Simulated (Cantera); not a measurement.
A Cantera script and its output.

```python
import numpy as np
import cantera as ct

gas = ct.Solution("gri30.yaml")
gas.TPX = 1250, 82000, {'H2': 0.46, 'O2': 1, 'N2': 8.8}
reactor = ct.IdealGasConstPressureReactor(gas, energy="off", clone=False)
net = ct.ReactorNet([reactor])
net.rtol, net.atol = 1e-08, 1e-18
show = ['H2', 'O2', 'N2O', 'HO2', 'OH', 'H2O2', 'H2O']
times = np.geomspace(0.0001, 5, 14)

steps = ct.SolutionArray(gas, extra=["t"])
rows = []
print(f"{'t/s':>10s}{'T/K':>9s}{'P/Pa':>11s}" + "".join(f"{s:>11s}" for s in show))
for t in times:
    while net.time < t:
        t_next = net.step()
        steps.append(gas.state, t=t_next)
    rows.append([np.interp(t, steps.t, y) for y in (steps.T, steps.P, *steps(*show).X.T)])
    print(f"{t:10.3e}{rows[-1][0]:9.1f}{rows[-1][1]:11.4g}" + "".join(f"{x:11.3e}" for x in rows[-1][2:]))
rate = np.gradient(steps.T, steps.t)
print("integrator steps:", len(steps.t))
if steps.T.max() > steps.T[0] + 200:
    print(f"time of steepest temperature rise: {steps.t[rate.argmax()]:.4e} s")
gas.TPX = 1250, 82000, {'H2': 0.46, 'O2': 1, 'N2': 8.8}
gas.equilibrate("TP")
print(f"equilibrium (TP): T = {gas.T:.1f} K  " + "  ".join(f"{s} {gas[s].X[0]:.3e}" for s in show))
```

Result:

```
       t/s      T/K       P/Pa         H2         O2        N2O        HO2         OH       H2O2        H2O
 1.000e-04   1250.0    8.2e+04  2.824e-02  8.897e-02  8.700e-09  2.734e-05  1.751e-03  1.821e-06  1.249e-02
 2.299e-04   1250.0    8.2e+04  1.075e-03  7.619e-02  1.363e-07  2.312e-05  1.064e-03  2.162e-06  4.356e-02
 5.283e-04   1250.0    8.2e+04  1.583e-04  7.663e-02  1.911e-07  9.899e-06  3.250e-04  8.805e-07  4.550e-02
 1.214e-03   1250.0    8.2e+04  2.699e-05  7.672e-02  2.116e-07  2.780e-06  1.315e-04  2.943e-07  4.576e-02
 2.791e-03   1250.0    8.2e+04  4.911e-06  7.675e-02  2.207e-07  7.263e-07  6.337e-05  9.883e-08  4.582e-02
 6.416e-03   1250.0    8.2e+04  1.012e-06  7.676e-02  2.255e-07  2.126e-07  3.399e-05  3.506e-08  4.584e-02
 1.475e-02   1250.0    8.2e+04  2.685e-07  7.676e-02  2.279e-07  7.224e-08  1.971e-05  1.332e-08  4.585e-02
 3.390e-02   1250.0    8.2e+04  8.983e-08  7.676e-02  2.278e-07  2.811e-08  1.208e-05  5.382e-09  4.586e-02
 7.792e-02   1250.0    8.2e+04  3.465e-08  7.677e-02  2.233e-07  1.300e-08  7.704e-06  2.294e-09  4.586e-02
 1.791e-01   1250.0    8.2e+04  1.518e-08  7.677e-02  2.098e-07  8.067e-09  5.137e-06  1.054e-09  4.586e-02
 4.117e-01   1250.0    8.2e+04  8.383e-09  7.677e-02  1.796e-07  6.957e-09  3.760e-06  5.791e-10  4.586e-02
 9.463e-01   1250.0    8.2e+04  6.619e-09  7.677e-02  1.250e-07  6.916e-09  3.277e-06  4.458e-10  4.586e-02
 2.175e+00   1250.0    8.2e+04  6.401e-09  7.677e-02  5.738e-08  6.927e-09  3.208e-06  4.283e-10  4.586e-02
 5.000e+00   1250.0    8.2e+04  6.354e-09  7.677e-02  1.740e-08  6.929e-09  3.193e-06  4.244e-10  4.586e-02
integrator steps: 1520
equilibrium (TP): T = 1250.0 K  H2 6.351e-09  O2 7.668e-02  N2O 1.176e-08  HO2 6.924e-09  OH 3.190e-06  H2O2 4.236e-10  H2O 4.586e-02
```

Model: GRI-Mech 3.0 (53 species, 325 reactions), integrated in Cantera. The temperature is held fixed by assumption; the heat of reaction is taken as removed at once.
